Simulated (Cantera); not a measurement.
A diamond (100) surface in a fixed gas of H2 with x(CH4) = 0.009, x(H) = 0.0014, at 1075 K, 1200 Pa; coverages are run to steady state.

Cantera simulation using the Harris–Goodwin 1993 mechanism for the reconstructed diamond (100) surface; the numbers are that mechanism's predictions, not measurements.

θ: site fractions in the mechanism's names (c6HH fully hydrogenated, c6H* and c6*H radical sites, c6** diradical, c6HM methylated).

```
x(CH3)   growth (µm/h)  θ c6HH  θ c6H*  θ c6*H  θ c6**    θ c6HM
-------  -------------  ------  ------  ------  ------  --------
1e-06          0.00219   0.538  0.0251   0.423  0.0145   6.57e-5
2.1e-06        0.00460   0.538  0.0251   0.423  0.0145  0.000138
4.3e-06        0.00942   0.537  0.0251   0.423  0.0145  0.000283
8.8e-06         0.0193   0.537  0.0251   0.422  0.0144  0.000578
1.8e-05            [?]   0.537  0.0251   0.422  0.0144       [?]
3.7e-05         0.0806   0.536  0.0250   0.421  0.0143   0.00242
7.7e-05            [?]   0.534  0.0249   0.419  0.0142       [?]
0.00016          0.341   0.530  0.0247   0.416  0.0139    0.0103
0.00033          0.685   0.522  0.0243   0.409  0.0133    0.0206
```

**Question.** Some entries are withheld; supply them.

**Answer.** 
- 1.8e-05, growth (µm/h): 0.0393
- 1.8e-05, θ c6HM: 0.00118
- 7.7e-05, growth (µm/h): 0.167
- 7.7e-05, θ c6HM: 0.00500
